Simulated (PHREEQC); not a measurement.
PHREEQC input (Pitzer model, pitzer.dat):

```
SOLUTION 1
  temp 30
  units mol/kgw
  pH 7 charge
  C(4) 0.441
  K 0.517
  Cl 0.019
  S(6) 0.023
END
USE solution 1
INCREMENTAL_REACTIONS false
REACTION 1
  H2O -1
  0 9.886 18.011 24.689 30.178 34.689 38.397 41.444
  43.949 46.007 47.699 49.089 50.232 51.172 51.944 52.578
  53.1 53.528 53.88 54.17 54.408 54.603 54.764 54.896
  55.005 55.094 55.168 55.228 moles
EQUILIBRIUM_PHASES 1
  Arcanite 0 0
  Kalicinite 0 0
  Misenite 0 0
  Sylvite 0 0
  CO2(g) -3.4 10
SELECTED_OUTPUT 1
  -reset false
  -pH true
  -pe true
  -ionic_strength true
  -water true
  -activities H2O
  -totals C Cl K S
  -molalities H+ K+ Cl- CO3-2 SO4-2 OH- HCO3- CO2 HSO4-
  -equilibrium_phases Arcanite Kalicinite Misenite Sylvite
PRINT
  -reset false
END
```

Selected output (columns that matter, 25 of 28 rows; water left (kg) added in front):

```
water left (kg)	pH	mu	C	Cl	K	S	m_H+	m_K+	m_Cl-	m_CO3-2	la_H2O	Arcanite	Kalicinite	Sylvite
1.00295	10.017	0.71576	0.27313	0.018944	0.51548	0.022932	2.0732e-10	0.51548	0.018944	0.17735	-0.0053158	0	0	0
0.824925	10.049	0.87567	0.32666	0.023032	0.62672	0.027881	2.054e-10	0.62672	0.023032	0.22106	-0.0063803	0	0	0
0.678618	10.082	1.0704	0.39112	0.027998	0.76184	0.033892	2.0415e-10	0.76184	0.027998	0.27472	-0.0076677	0	0	0
0.558373	10.115	1.3075	0.46881	0.034027	0.9259	0.041191	2.0329e-10	0.9259	0.034027	0.34045	-0.0092309	0	0	0
0.459543	10.149	1.5959	0.56255	0.041345	1.125	0.05005	2.0246e-10	1.125	0.041345	0.4208	-0.011139	0	0	0
0.311567	10.223	2.3713	0.81237	0.060982	1.6594	0.07382	1.9883e-10	1.6594	0.060982	0.63811	-0.016399	0	0	0
0.256712	10.265	2.8865	0.97752	0.074013	2.0139	0.089595	1.9466e-10	2.0139	0.074013	0.78295	-0.020056	0	0	0
0.211615	10.311	3.5103	1.1773	0.089786	2.4431	0.10869	1.8779e-10	2.4431	0.089786	0.95845	-0.024708	0	0	0
0.174564	10.364	4.2637	1.4188	0.10884	2.9617	0.13176	1.7736e-10	2.9617	0.10884	1.1703	-0.030701	0	0	0
0.144102	10.422	5.1159	1.7107	0.13185	3.5496	0.14053	1.6536e-10	3.5496	0.13185	1.4258	-0.038142	0.0027494	0	0
0.119077	10.486	6.0033	2.0623	0.15956	4.1652	0.10486	1.5788e-10	4.1652	0.15956	1.7333	-0.046914	0.010514	0	0
0.0984944	10.558	7.1066	2.4878	0.1929	4.931	0.074483	1.4832e-10	4.931	0.1929	2.1011	-0.058769	0.015664	0	0
0.0676441	10.735	10.111	3.6282	0.28088	7.0259	0.031476	1.2094e-10	7.0259	0.28088	3.0537	-0.096495	0.020871	0	0
0.0561992	10.841	12.09	4.3896	0.33808	8.418	0.018547	1.0349e-10	8.418	0.33808	3.6531	-0.12554	0.021958	0	0
0.0466974	10.947	14.248	5.247	0.40687	9.9561	0.010753	8.6162e-11	9.9561	0.40687	4.2806	-0.16072	0.022498	0.0070783	0
0.0383211	10.945	14.244	5.2114	0.49581	9.981	0.010654	8.4025e-11	9.981	0.49581	4.2524	-0.1615	0.022592	0.089332	0
0.0314322	10.943	14.24	5.1681	0.60448	10.012	0.010534	8.1492e-11	10.012	0.60448	4.218	-0.16246	0.022669	0.15697	0
0.0257568	10.94	14.236	5.1153	0.73767	10.05	0.010389	7.8498e-11	10.05	0.73767	4.176	-0.16364	0.022732	0.21268	0
0.0210991	10.936	14.232	5.0513	0.90051	10.097	0.010214	7.4999e-11	10.097	0.90051	4.1248	-0.1651	0.022784	0.25839	0
0.017283	10.932	14.228	4.9738	1.0993	10.156	0.010005	7.0954e-11	10.156	1.0993	4.0625	-0.1669	0.022827	0.29582	0
0.0141324	10.926	14.226	4.8794	1.3444	10.23	0.0097522	6.6292e-11	10.23	1.3444	3.9863	-0.16915	0.022862	0.32671	0
0.00944588	10.923	14.225	4.8206	1.4985	10.277	0.0095966	6.3534e-11	10.277	1.4985	3.9386	-0.17058	0.022909	0.36926	0.0048456
0.00771999	10.923	14.225	4.8206	1.4985	10.277	0.0095966	6.3534e-11	10.277	1.4985	3.9386	-0.17058	0.022926	0.38438	0.0074318
0.00628498	10.923	14.225	4.8206	1.4985	10.277	0.0095966	6.3534e-11	10.277	1.4985	3.9386	-0.17058	0.02294	0.39695	0.0095821
0.00512146	10.923	14.225	4.8206	1.4985	10.277	0.0095966	6.3534e-11	10.277	1.4985	3.9386	-0.17058	0.022951	0.40714	0.011326
```
